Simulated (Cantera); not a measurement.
# Low-pressure radical oxidation in H2/O2

A perfectly stirred reactor is fed with 12.3 % H2, 87.7 % O2, equivalence ratio 0.070, at 3700 Pa; it is held at 1075 K, and followed from long to short residence time.

Computed with Cantera and the H2/O2 subset of GRI-Mech 3.0, which has no nitrogen chemistry. Radical loss at walls, strong at low pressure, is not modelled. The temperature is held fixed by assumption; the heat of reaction is taken as removed at once.

| τ (s) | x H2 | x O2 | x O | x HO2 | x H2O | x H | x H2O2 |
|---|---|---|---|---|---|---|---|
| 2.6 | 0.000216 | 0.869 | 0.000277 | 4.41e-6 | 0.130 | 1.59e-5 | 3.60e-7 |
| 1.0 | 0.000390 | 0.868 | 0.000519 | 6.65e-6 | 0.130 | 4.14e-5 | 4.58e-7 |
| 0.41 | 0.000667 | 0.868 | 0.000921 | 9.35e-6 | 0.130 | 0.000101 | 5.60e-7 |
| 0.16 | 0.00116 | 0.867 | 0.00166 | 1.28e-5 | 0.129 | 0.000255 | 6.78e-7 |
| 0.065 | 0.00195 | 0.866 | 0.00286 | 1.64e-5 | 0.128 | 0.000618 | 7.99e-7 |
| 0.026 | 0.00327 | 0.863 | 0.00487 | 2.02e-5 | 0.125 | 0.00150 | 9.27e-7 |
| 0.010 | 0.00559 | 0.859 | 0.00818 | 2.35e-5 | 0.121 | 0.00365 | 1.05e-6 |
| 0.0041 | 0.00923 | 0.853 | 0.0126 | 2.56e-5 | 0.114 | 0.00789 | 1.15e-6 |
| 0.0016 | 0.0158 | 0.845 | 0.0181 | 2.61e-5 | 0.101 | 0.0156 | 1.20e-6 |
| 0.00065 | 0.0269 | 0.838 | 0.0215 | 2.48e-5 | 0.0833 | 0.0239 | 1.24e-6 |
x: mole fraction; the columns are a selection and need not sum to one.
